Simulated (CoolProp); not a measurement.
Saturation properties of R11.

Computed with CoolProp (reference Helmholtz-energy equation of state, Jacobsen 1992).

```csv
T (°C),p (bar),liquid density (kg/m³),liquid viscosity (µPa s)
-24.35,0.1253,1588,762
-0.05,0.4011,1534,565
24.25,1.033,1478,436
48.65,2.270,1418,346
72.95,4.399,1354,278
97.25,7.764,1284,224
121.55,12.74,1205,180
145.85,19.72,1111,141
```

It boils at 23.7 °C under 1 atm.

Viscosity comes from a separate model (Klein 1997), an estimate that may be off by 10 % or more.
